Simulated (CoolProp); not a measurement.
R152A at 183.71 K and 1.48 MPa flows at 1.2 m/s in a round tube of 10 mm bore and 15 µm roughness, fully developed (64/Re and Nu = 3.66 if laminar; Colebrook and Gnielinski if turbulent). Each further row changes one setting.

Computed with CoolProp (reference Helmholtz-energy equation of state, Outcalt 1996). It is a modified Benedict-Webb-Rubin equation, recast in Helmholtz form.

```csv
case,Reynolds number,Darcy friction factor,pressure drop (Pa/m),heat-transfer coefficient (W/(m² K)),mass flow (kg/h)
as stated,15300,0.0303,2490,2150,387
velocity 2.4 m/s,30600,0.0270,8870,4120,774
diameter 20 mm,30600,0.0253,1040,1970,1550
```

Viscosity comes from a separate model (Bell 2016), an estimate that may be off by 10 % or more. Thermal conductivity comes from a separate model (Krauss 1996).
